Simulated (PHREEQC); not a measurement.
## Reverse-osmosis permeate

Synthetic water in mg/kgw, 27 °C, pH 6.49, pe 12.2:

| constituent | mg/kgw |
|---|---|
| Na | 2.03 |
| K | 0.0358 |
| Ca | 0.58 |
| Mg | 0.331 |
| Cl | 1.91 |
| S(6) as SO4 | 2.11 |
| Alkalinity as HCO3 | 3.15 |
| F | 0.0461 |

Valence states are taken as typed.

The numbers come from PHREEQC with the ion-association model, phreeqc.dat.

Precipitation was switched off in this run.

Question: Estimate the charge-balance error.

Answer: charge-balance error -2.2 %.

Question: In which forms is C present?

Answer: HCO3- 59 %, CO2 41 % of the C.

Species that the database lacks are ignored.
